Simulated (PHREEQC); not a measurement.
Make-up at 25 °C: 0.05 mol HF, 0.18 mol NH4F and 0.002 mol (NH4)2SiF6 per kg of water. Closed to the air; pH follows from the charge balance.

All values are PHREEQC results (ion-association model, phreeqc.dat), not measurements.

Precipitation was switched off in this run.

Q: What pH, ionic strength does the model give?

A: pH 3.73; ionic strength 0.186 mol/kgw.

Q: In which forms is F present?

A: F- 67 %, HF2- 16 %, HF 13 %, SiF6-2 5.0 % of the F.

SiF6-2 is the database's only silicon fluoride.
